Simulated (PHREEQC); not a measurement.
PHREEQC input (Pitzer model, pitzer.dat):

```
SOLUTION 1
  temp 25
  units mol/kgw
  pH 7 charge
  Cl 0.15
END
SELECTED_OUTPUT 1
  -reset false
  -pH true
  -pe true
  -ionic_strength true
  -water true
  -totals Br Cl Mg Na S
  -molalities H+ Na+ Mg+2 Cl- SO4-2 Br- OH- HSO4- MgOH+
  -equilibrium_phases Mirabilite
  -saturation_indices Bischofite Bloedite Brucite Epsomite Halite Hexahydrite Kieserite Thenardite MgCl2_4H2O
PRINT
  -reset false
USE solution 1
REACTION 1
  MgBr2 1
  0 0.0167 0.0333 0.05 0.0667 0.0833 0.1 0.117 0.133 0.15 0.167 0.183 0.2 moles
EQUILIBRIUM_PHASES 1
  Mirabilite 0 30
END
```

Selected output (columns that matter, 13 of 13 rows; MgBr2 added (mol) added in front):

```
MgBr2 added (mol)	pH	mu	Br	Cl	Mg	Na	S	Mirabilite	si_Bischofite	si_Brucite	si_Epsomite	si_Halite	si_Hexahydrite	si_Kieserite
0	2.0156	5.9335	0	0.095982	0	3.9977	1.9989	26.876	-1000	-1000	-1000	-2.558	-1000	-1000
0.0167	2.0093	5.9735	0.021356	0.09591	0.010678	4.0031	2.0015	26.87	-10.188	-16.097	-2.7604	-2.5529	-3.0088	-4.1509
0.0333	2.003	6.0135	0.042551	0.095837	0.021276	4.0085	2.0043	26.863	-9.8784	-15.799	-2.4565	-2.5479	-2.7045	-3.8446
0.05	1.9967	6.0538	0.06384	0.09576	0.03192	4.0142	2.0071	26.856	-9.6916	-15.623	-2.2759	-2.5429	-2.5235	-3.6615
0.0667	1.9905	6.0944	0.085093	0.095682	0.042546	4.02	2.01	26.849	-9.5562	-15.499	-2.1467	-2.5379	-2.3939	-3.5298
0.0833	1.9843	6.1349	0.10618	0.095601	0.053091	4.0259	2.013	26.842	-9.4495	-15.404	-2.0462	-2.5329	-2.2929	-3.4267
0.1	1.9782	6.1758	0.12736	0.095519	0.063679	4.0321	2.016	26.834	-9.36	-15.325	-1.9629	-2.5279	-2.2092	-3.3408
0.117	1.9719	6.2176	0.14887	0.095432	0.074437	4.0385	2.0192	26.826	-9.2816	-15.258	-1.8908	-2.5227	-2.1366	-3.2659
0.133	1.9661	6.2571	0.16909	0.095349	0.084543	4.0446	2.0223	26.819	-9.2164	-15.203	-1.8314	-2.5179	-2.0768	-3.204
0.15	1.96	6.2992	0.19052	0.095259	0.095259	4.0513	2.0256	26.81	-9.1541	-15.152	-1.7752	-2.5128	-2.0202	-3.1451
0.167	1.9539	6.3415	0.2119	0.095167	0.10595	4.0581	2.0291	26.802	-9.0975	-15.106	-1.7247	-2.5077	-1.9692	-3.0919
0.183	1.9482	6.3815	0.23199	0.095078	0.116	4.0647	2.0323	26.794	-9.0484	-15.067	-1.6814	-2.5028	-1.9254	-3.0459
0.2	1.9422	6.424	0.25329	0.094982	0.12664	4.0718	2.0359	26.785	-9	-15.03	-1.639	-2.4977	-1.8826	-3.0008
```

Complexes and solids missing from the database can't appear. In brines, pH and single-ion activities rest on the MacInnes convention.
